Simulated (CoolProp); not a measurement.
Ethylbenzene along the isobar 1 MPa: Z from the reference equation and from simpler models built on Tc = 617.1 K, pc = 3.622 MPa, ω = 0.304; each cubic takes its own stable root.

Values from CoolProp's reference Helmholtz-energy equation of state, Zhou 2012.

```json
[
 {"T (K)": "321.9", "phase": "liquid", "reference": "0.04708"},
 {"T (K)": "338.2", "phase": "liquid", "reference": "0.04560"},
 {"T (K)": "354.5", "phase": "liquid", "reference": "0.04428"},
 {"T (K)": "370.7", "phase": "liquid", "reference": "0.04314"},
 {"T (K)": "387", "phase": "liquid", "reference": "0.04212"},
 {"T (K)": "403.3", "phase": "liquid", "reference": "0.04124"},
 {"T (K)": "419.6", "phase": "liquid", "reference": "0.04049"},
 {"T (K)": "435.9", "phase": "liquid", "reference": "0.03986"},
 {"T (K)": "452.1", "phase": "liquid", "reference": "0.03936"},
 {"T (K)": "468.4", "phase": "liquid", "reference": "0.03899"},
 {"T (K)": "484.7", "phase": "liquid", "reference": "0.03875"},
 {"T (K)": "501", "phase": "liquid", "reference": "0.03867"},
 {"T (K)": "517.3", "phase": "liquid", "reference": "0.03878"},
 {"T (K)": "533.5", "phase": "gas", "reference": "0.8086"},
 {"T (K)": "549.8", "phase": "gas", "reference": "0.8326"},
 {"T (K)": "566.1", "phase": "gas", "reference": "0.8520"}
]
```

### Question
How far does each simpler model (van der Waals, Redlich-Kwong, Soave-Redlich-Kwong, Peng-Robinson) lie from the reference over these 16 states: mean and median of the absolute difference, and the worst?

### Answer
- van der Waals: mean 554.6 %, median 72.2 %, worst +2110.2 % at 517.3 K and 1 MPa
- Redlich-Kwong: mean 140.4 %, median 17.6 %, worst +2014.0 % at 517.3 K and 1 MPa
- Soave-Redlich-Kwong: mean 11.5 %, median 13.1 %, worst +17.0 % at 517.3 K and 1 MPa
- Peng-Robinson: mean 0.6 %, median 0.4 %, worst +3.1 % at 517.3 K and 1 MPa

At some of these states van der Waals, Redlich-Kwong gives the other phase, because its saturation line lies elsewhere.
